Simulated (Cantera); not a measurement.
Input: 1 mol Si, 5.9 mol NF3, 0.89 mol N2, 4.6 mol HCl, held at 0.0413 Torr.

Equilibrium computed with Cantera from the NASA thermochemical tables; the gas is ideal and each condensed phase is pure. Candidate condensed phases: NH4Cl, Si, Si3N4; 49 gas species. Rates play no part.

log p: log10 of the partial pressure in bar; nothing condenses.

| T (K) | log p F | log p HF | log p ClF | log p N2 | log p Cl | log p F2 | log p SiF4 | log p Cl2 |
|---|---|---|---|---|---|---|---|---|
| 700 | -5.47 | -4.82 | -4.82 | -4.90 | -12.39 | -5.25 | -5.49 | -12.41 |
| 800 | -4.98 | -4.85 | -4.85 | -4.93 | -10.52 | -5.79 | -5.52 | -10.99 |
| 900 | -4.88 | -4.86 | -4.86 | -4.94 | ? | ? | -5.53 | ? |
| 1000 | -4.87 | -4.87 | -4.87 | -4.94 | -7.29 | -7.73 | -5.53 | -7.76 |
| 1100 | -4.85 | -4.87 | -4.91 | -4.95 | -6.14 | -8.46 | -5.54 | -6.65 |
| 1200 | ? | -4.90 | ? | -4.98 | ? | ? | -5.56 | ? |
| 1300 | -4.69 | -4.94 | -5.60 | -5.02 | -5.09 | -9.37 | -5.60 | -6.37 |
| 1400 | -4.67 | -4.96 | -6.22 | -5.03 | -4.99 | -9.80 | -5.62 | -6.89 |
| 1500 | -4.67 | -4.96 | -6.84 | -5.04 | -4.97 | -10.20 | -5.62 | -7.47 |
| 1600 | -4.67 | -4.96 | -7.40 | -5.04 | -4.96 | -10.57 | -5.62 | -8.01 |
| 1700 | -4.67 | -4.96 | -7.90 | -5.04 | -4.96 | -10.89 | -5.62 | -8.49 |

Complete the blanks.


- 900, log p Cl: -8.77
- 900, log p F2: -6.80
- 900, log p Cl2: -9.28
- 1200, log p F: -4.76
- 1200, log p ClF: -5.13
- 1200, log p Cl: -5.42
- 1200, log p F2: -8.94
- 1200, log p Cl2: -6.19
